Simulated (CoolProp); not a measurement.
The numbers come from the reference Helmholtz-energy equation of state, Thol 2015 in CoolProp.

For 1,2-dichloroethane, give the phase and the density (kg/m³), cv (kJ/(kg K)), Joule-Thomson coefficient (K/MPa) at 186.65 °C and 2.05 MPa; 200.05 °C and 2.05 MPa; 213.45 °C and 2.05 MPa.


- 186.65 °C and 2.05 MPa: liquid; density 970, cv 1.01, Joule-Thomson coefficient 0.0415
- 200.05 °C and 2.05 MPa: liquid; density 938, cv 1.02, Joule-Thomson coefficient 0.151
- 213.45 °C and 2.05 MPa: liquid; density 904, cv 1.04, Joule-Thomson coefficient 0.303
